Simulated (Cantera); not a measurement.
Charge: 1 mol BN, 4.3 mol O2, 2.2 mol N2, at 0.0350 bar.

Method: chemical equilibrium by Gibbs-energy minimisation in Cantera with the NASA 1993 tables (ideal gas, pure condensed phases). Candidate condensed phases: B, BN, B2O3; 17 gas species. Kinetics and transport are ignored. All values below are at 800 K.

Base state: O2 0.568, N2 0.432 (mole fractions); condensed: B2O3(l).

Task: What changes in the equilibrium state with this change: BN replaced by AlN?

Result: 
| species | before | after |
|---|---|---|
| O2 | 0.568 | 0.568 |
| N2 | 0.432 | 0.432 |
| B2O3(l), mol | 0.500 | 0 |
| Al2O3(s), mol | 0 | 0.500 |
Further candidate phases: Al, AlN, Al2O3.
